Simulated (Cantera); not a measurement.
A perfectly stirred reactor is fed with NO : N₂ = 1 : 3.2 (molar parts), at 24.0 Torr; it is held at 2175 K, and followed from long to short residence time.

Computed with Cantera and GRI-Mech 3.0 (53 species, 325 reactions). Radical loss at walls, strong at low pressure, is not modelled.

Task: What does this change do: temperature 2175 to 1498 K?

Result: 
```json
[
 {"quantity": "x(NO) at τ = 0.690 s", "before": "0.176", "after": "0.238"},
 {"quantity": "x(N₂O) at τ = 0.690 s", "before": "1.12e-5", "after": "6.92e-6"},
 {"quantity": "x(NO₂) at τ = 0.690 s", "before": "1.56e-5", "after": "7.63e-6"},
 {"quantity": "x(O) at τ = 0.690 s", "before": "0.00231", "after": "6.32e-7"},
 {"quantity": "x(O₂) at τ = 0.690 s", "before": "0.0296", "after": "3.81e-6"},
 {"quantity": "x(NO) at τ = 50.0 ms", "before": "0.236", "after": "0.238"},
 {"quantity": "x(N₂O) at τ = 50.0 ms", "before": "2.46e-5", "after": "7.78e-7"},
 {"quantity": "x(NO₂) at τ = 50.0 ms", "before": "4.21e-6", "after": "5.90e-7"},
 {"quantity": "x(O) at τ = 50.0 ms", "before": "0.000505", "after": "2.42e-7"},
 {"quantity": "x(O₂) at τ = 50.0 ms", "before": "0.000679", "after": "1.33e-8"}
]
```

Task: What does this change do: pressure from 24.0 Torr to 323 Torr?

Result: 
| quantity | before | after |
|---|---|---|
| x(NO) at τ = 0.690 s | 0.176 | 0.0842 |
| x(N₂O) at τ = 0.690 s | 1.12e-5 | 3.40e-6 |
| x(NO₂) at τ = 0.690 s | 1.56e-5 | 4.41e-5 |
| x(O) at τ = 0.690 s | 0.00231 | 0.000990 |
| x(O₂) at τ = 0.690 s | 0.0296 | 0.0763 |
| x(NO) at τ = 50.0 ms | 0.236 | 0.217 |
| x(N₂O) at τ = 50.0 ms | 2.46e-5 | 2.30e-5 |
| x(NO₂) at τ = 50.0 ms | 4.21e-6 | 4.81e-5 |
| x(O) at τ = 50.0 ms | 0.000505 | 0.000441 |
| x(O₂) at τ = 50.0 ms | 0.000679 | 0.0101 |
